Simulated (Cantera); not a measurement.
**C₂H₂ + H₂O (carbon deposition, reforming and gasification)**

Feed: 1 mol C₂H₂, 0.042 mol H₂O, equilibrated at 1802 °C and 10.0 Torr.

Method: chemical equilibrium by Gibbs-energy minimisation in Cantera with the NASA 1993 tables (ideal gas, pure condensed phases). Candidate condensed phases: C, C₆H₆, C₇H₈, C₈H₁₈, H₂O; 110 gas species. Kinetics and transport are ignored.

| Property | Result |
|---|---|
| x(H₂) | 0.938 |
| x(CO) | 0.0383 |
| x(H) | 0.0223 |
| x(C₂H₂ (acetylene)) | 0.00116 |
| x(CH₄) | 4.11e-6 |
| x(CH₃) | 1.92e-6 |
| n(C(graphite)) | 1.96 mol |
| gas amount | 1.096 mol |
